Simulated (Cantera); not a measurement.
A closed system holds: 1 mol SiHCl3, 2.3 mol NH3, 0.17 mol H2, held at 1925 K.

Method: chemical equilibrium by Gibbs-energy minimisation in Cantera with the NASA 1993 tables (ideal gas, pure condensed phases). Candidate condensed phases: NH4Cl, Si, Si3N4; 28 gas species. Gases not in the tables: Si2H6 and higher silanes. Equilibrium is a limit: real reactors are often held back by kinetics, nucleation or transport.

Task: Which condensed phases are stable at each of these points (P (Pa)): 5, 36, 260, 1900, 14000, 100000?

Result: 
```tsv
P (Pa)	condensed phases	Si condensed (%)
5	gas only	0.0
36	gas only	0.0
260	Si(l)	0.6
1900	Si(l)	5.5
14000	Si(l)	6.5
100000	Si3N4(s)	20.8
```

From 5.00 Pa to 36.0 Pa nothing is condensed. From 2.60 mbar to 0.140 bar the condensed part is Si(l). At 1.00 bar the condensed part is Si3N4(s).
